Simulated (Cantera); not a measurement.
Feed: 1 mol SiH₂Cl₂, 0.17 mol CH₄, 630 mol H₂, at 1977 °C and 46.0 mbar.

Method: chemical equilibrium by Gibbs-energy minimisation in Cantera with the NASA 1993 tables (ideal gas, pure condensed phases). Candidate condensed phases: C, C₆H₆, C₇H₈, C₈H₁₈, Si, SiC; 109 gas species. Gases not in the tables: Si₂H₆ and higher silanes. Kinetics and transport are ignored.

Base state: H₂ 0.961, H 0.0340, HCl 0.00301, Si 0.00135, C₂H₂ (acetylene) 0.000117, SiH 0.000114, Cl 7.71e-5, SiH₂ 3.77e-5 (mole fractions); condensed: gas only.

### Question
What changes in the equilibrium state with this change: temperature from 1977 °C to 1927 °C?

### Answer
```csv
species,before,after
H₂,0.961,0.969
H,0.0340,0.0259
HCl,0.00301,0.00304
Si,0.00135,0.00131
Si₂C,1.50e-5,2.50e-5
Cl,7.71e-5,5.90e-5
SiH₂,3.77e-5,4.73e-5
```
The tables' values for SiCl are old estimates; treat these amounts as uncertain.

### Question
What changes in the equilibrium state with this change: temperature from 1977 °C to 2302 °C?

### Answer
```csv
species,before,after
H₂,0.961,0.847
H,0.0340,0.149
HCl,0.00301,0.00260
Si,0.00135,0.00138
Si₂C,1.50e-5,6.27e-7
SiH₂,3.77e-5,8.73e-6
Cl,7.71e-5,0.000320
SiH,0.000114,6.44e-5
C₂H₂ (acetylene),0.000117,0.000116
```

### Question
What changes in the equilibrium state with this change: pressure from 46.0 mbar to 0.130 bar?

### Answer
```tsv
species	before	after
H₂	0.961	0.975
H	0.0340	0.0203
HCl	0.00301	0.00306
Si	0.00135	0.00120
SiH₂	3.77e-5	9.60e-5
Si₂C	1.50e-5	3.19e-5
Cl	7.71e-5	4.62e-5
SiH	0.000114	0.000171
SiCl	9.05e-6	1.36e-5
```
The tables' values for SiCl are old estimates; treat these amounts as uncertain.
